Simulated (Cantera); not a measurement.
Input: 1 mol HI, 6.7 mol H2O, 6.2 mol N2, at 3200 °C and 0.133 bar.

These are equilibrium values from Cantera (NASA tables, ideal gas, pure condensed phases), not measurements of a reactor. Candidate condensed phases: H2O, I2; 27 gas species. Kinetics and transport are ignored.

Question: What is the equilibrium state?

Answer: 
```json
{
  "x(H)": "0.385",
  "x(N2)": "0.250",
  "x(O)": "0.165",
  "x(H2)": "0.0641",
  "x(OH)": "0.0471",
  "x(I)": "0.0411",
  "x(H2O)": "0.0173",
  "x(O2)": "0.0172",
  "x(NO)": "0.0126",
  "gas_amount": "24.20 mol",
  "log10 activity of I2(l) (absent)": "-9.49"
}
```
